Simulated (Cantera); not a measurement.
Input: 1 mol Ti, 0.46 mol C3H8, 24 mol H2O, equilibrated at 1700 K and 0.700 bar.

These are equilibrium values from Cantera (NASA tables, ideal gas, pure condensed phases), not measurements of a reactor. Candidate condensed phases: C, C6H6, C7H8, C8H18, H2O, Ti, TiC, TiO, TiO2, Ti2O3, Ti3O5, Ti4O7; 113 gas species. Gases not in the tables: TiO(OH)2. Rates play no part.

Base state: H2O 0.732, H2 0.217, CO 0.0255, CO2 0.0252, H 8.20e-5, OH 1.43e-5 (mole fractions); condensed: TiO2(rutile).

Question: What changes in the equilibrium state with this change: temperature from 1700 K to 2075 K?

Answer: 
| species | before | after |
|---|---|---|
| H2O | 0.732 | 0.735 |
| H2 | 0.217 | 0.212 |
| CO | 0.0255 | 0.0296 |
| CO2 | 0.0252 | 0.0211 |
| OH | 1.43e-5 | 0.000580 |
| H | 8.20e-5 | 0.00147 |
| TiO2(rutile), mol | 1.00 | 1.000 |
